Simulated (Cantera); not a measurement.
A freely propagating, adiabatic, planar premixed flame of 24.7 % H2, 14.2 % O2, 61.1 % N2, equivalence ratio 0.87, unburnt at 325 K and 1000000 Pa; mixture-averaged transport, grid criteria slope 0.08 and curve 0.16, no radiation.

Detailed kinetics in Cantera: the H2/O2 subset of GRI-Mech 3.0, which has no nitrogen chemistry. The hydrogen kinetics of GRI-Mech 3.0 are dated; newer H2 mechanisms differ, most at raised pressure. Burning velocities carry a grid error of a few per cent, more on coarse grids.

**Question.** Predict: laminar burning velocity; thermal thickness; peak x(H2O2); peak x(HO2); peak x(H).

**Answer.** 
```
Property                      Value
------------------------  ---------
laminar burning velocity  74.1 cm/s
thermal thickness         0.0354 mm
peak x(H2O2)               0.000326
peak x(HO2)                 0.00104
peak x(H)                   0.00375
```
